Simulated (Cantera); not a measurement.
Feed: 1 mol SiH4, 0.38 mol C2H2, 21 mol H2, at 13.3 mbar.

Method: chemical equilibrium by Gibbs-energy minimisation in Cantera with the NASA 1993 tables (ideal gas, pure condensed phases). Candidate condensed phases: C, C6H6, C7H8, C8H18, Si, SiC; 87 gas species. Mutual solubility and eutectic melting of coexisting phases are not modelled. Gases not in the tables: Si2H6 and higher silanes. Rates play no part.

### Question
What share of the Si ends up in condensed phases as a function of T (K), at 1973, 2023, 2073, 2123, 2173, 2223, 2273, 2323, 2373, 2423, 2473?

### Answer
```json
[
 {"T (K)": "1973", "Si condensed (%)": "93.3", "as": "Si(l) + SiC(s)"},
 {"T (K)": "2023", "Si condensed (%)": "88.0", "as": "Si(l) + SiC(s)"},
 {"T (K)": "2073", "Si condensed (%)": "78.8", "as": "Si(l) + SiC(s)"},
 {"T (K)": "2123", "Si condensed (%)": "74.9", "as": "SiC(s)"},
 {"T (K)": "2173", "Si condensed (%)": "74.1", "as": "SiC(s)"},
 {"T (K)": "2223", "Si condensed (%)": "71.5", "as": "SiC(s)"},
 {"T (K)": "2273", "Si condensed (%)": "64.2", "as": "SiC(s)"},
 {"T (K)": "2323", "Si condensed (%)": "48.7", "as": "SiC(s)"},
 {"T (K)": "2373", "Si condensed (%)": "16.7", "as": "SiC(s)"},
 {"T (K)": "2423", "Si condensed (%)": "0.0", "as": "-"},
 {"T (K)": "2473", "Si condensed (%)": "0.0", "as": "-"}
]
```
